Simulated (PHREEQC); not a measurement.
Consider water at 89 °C with 0.0019 mol NaH2PO4, 0.0036 mol Na2SO4 and 0.0025 mol KCl per kg of water. Closed to the air; pH follows from the charge balance.

The numbers come from PHREEQC with the ion-association model, wateq4f.dat.

Q: The ionic strength comes out as 0.0148 mol/kgw. What activity coefficients do HPO4-2, HSO4-, SO4-2, H2PO4-, Na+ get?

A: HPO4-2 0.58, HSO4- 0.87, SO4-2 0.58, H2PO4- 0.87, Na+ 0.87.

This is a speciation only: nothing precipitates in the calculation. Complexes and solids missing from the database can't appear. H3PO4, which wateq4f.dat lacks, is added to it with the constant of phreeqc.dat. Constants without temperature data keep their 25 °C values here.
